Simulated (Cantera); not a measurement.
Input: 1 mol Si, 0.042 mol Cl2, 5.3 mol N2, 0.28 mol H2O, held at 700 °C and 0.100 bar.

Equilibrium computed with Cantera from the NASA thermochemical tables; the gas is ideal and each condensed phase is pure. Candidate condensed phases: H2O, NH4Cl, Si, SiO2, Si2N2O, Si3N4; 47 gas species. N2 is the only nitrogen source here; it is nearly inert below about 1500 K, so the nitride shown seldom forms there in practice. Kinetics and transport are ignored.

Question: What is the equilibrium state?

Answer: 
| Item | Result |
|---|---|
| x(N2) | 0.936 |
| x(H2) | 0.0472 |
| x(HCl) | 0.0166 |
| x(SiCl4) | 5.59e-6 |
| n(Si2N2O(s)) | 0.280 mol |
| n(Si3N4(s)) | 0.147 mol |
| gas amount | 5.049 mol |
| log10 activity of Si(s) (absent) | -6.87 |
